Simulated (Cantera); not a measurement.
Input (Python, Cantera) and output of one run.

```python
import numpy as np
import cantera as ct

gas_names = """
    H HNO HNO2 HNO3 HO2 H2 H2O H2O2 H2S H2SO4 N NH NH2 NH3 NH2OH NO NO2 NO3 N2 N2H2 N2H4 N2O O OH O2 O3
    S SH SN SO SO2 SO3 S2 S2O S8
""".split()
cond_names = """
    H2O(s) H2O(L) H2SO4(L) S(cr1) S(cr2) S(L)
""".split()


def load(file, names, dense=False):
    # The tables refer to 1 bar. Condensed volumes are neglected.
    table = {s.name: s for s in ct.Species.list_from_file(file)}
    out = []
    for n in names:
        d = dict(table[n].input_data)
        d["thermo"] = dict(d["thermo"], **{"reference-pressure": 1e5})
        if dense:
            d["equation-of-state"] = {"model": "constant-volume", "density": "1e6 g/cm^3"}
        out.append(ct.Species.from_dict(d))
    return out


gas = ct.Solution(thermo="ideal-gas", species=load("nasa_gas.yaml", gas_names))
cond = {s.name: ct.Solution(thermo="fixed-stoichiometry", species=[s], name=s.name)
        for s in load("nasa_condensed.yaml", cond_names, dense=True)}
atoms = {
    'SO2': {'S': 1, 'O': 2},
    'H2O': {'H': 2, 'O': 1},
    'N2': {'N': 2},
}
top_T = {}  # K; cautious upper limits of use, not melting points


def equilibrate(T, P, feed):
    n = {}
    for name, mol in feed.items():
        for a, k in atoms[name].items():
            n[a] = n.get(a, 0.0) + k * mol
    gas.TPX = T, P, n
    mass = sum(n.values()) * gas.mean_molecular_weight
    gas.equilibrate("TP")
    valid = [c for c in cond.values() if c.min_temp <= T <= top_T.get(c.name, c.max_temp)]
    mix = ct.Mixture([(gas, mass / gas.mean_molecular_weight)] + [(c, 0.0) for c in valid])
    mix.T, mix.P = T, P
    mix.equilibrate("TP", solver="vcs", rtol=1e-11, max_steps=5000)
    return mix


results = []
feed = {'SO2': 1, 'H2O': 9.4, 'N2': 0.19}  # mol
P = 133.322  # Pa
for T in [2273, 2298, 2323, 2348, 2373, 2398, 2423, 2448, 2473, 2498, 2523, 2548, 2573]:
    mix = equilibrate(T, P, feed)
    results.append((T, P, feed, dict(zip(mix.species_names, mix.species_moles))))

top = {s: max(r[3][s] / sum(r[3][g] for g in gas_names) for r in results) for s in gas_names}
cols = sorted((s for s in top if top[s] > 0.001), key=lambda s: -top[s])[:6]
seen = [c for c in cond_names if any(r[3].get(c, 0) > 1e-12 for r in results)]
print("log10 of partial pressures in bar; condensed amounts in mol")
print(f"{'T/K':>10s}" + "".join(f"{s[:9]:>10s}" for s in cols + seen))
for T, P, feed, n in results:
    ng = sum(n[g] for g in gas_names)
    print(f"{T:10.4g}" + "".join(f"{np.log10(max(n[s] / ng * P / 1e5, 1e-99)):10.3f}" for s in cols)
          + "".join(f"{n.get(c, 0):10.4g}" for c in seen))
```

Output:

```
log10 of partial pressures in bar; condensed amounts in mol
       T/K       H2O         H         O        H2        OH        O2
      2273    -3.122    -3.979    -4.440    -3.806    -4.103    -4.133
      2298    -3.147    -3.910    -4.362    -3.782    -4.069    -4.107
      2323    -3.175    -3.843    -4.288    -3.761    -4.037    -4.082
      2348    -3.207    -3.780    -4.216    -3.742    -4.009    -4.061
      2373    -3.242    -3.719    -4.147    -3.727    -3.983    -4.043
      2398    -3.281    -3.661    -4.080    -3.716    -3.962    -4.028
      2423    -3.324    -3.606    -4.017    -3.708    -3.944    -4.016
      2448    -3.371    -3.553    -3.957    -3.705    -3.930    -4.008
      2473    -3.424    -3.504    -3.899    -3.705    -3.920    -4.004
      2498    -3.482    -3.459    -3.845    -3.710    -3.915    -4.003
      2523    -3.546    -3.416    -3.794    -3.720    -3.914    -4.007
      2548    -3.615    -3.377    -3.746    -3.734    -3.918    -4.015
      2573    -3.691    -3.341    -3.701    -3.753    -3.927    -4.028
```

These are equilibrium values from Cantera (NASA tables, ideal gas, pure condensed phases), not measurements of a reactor.
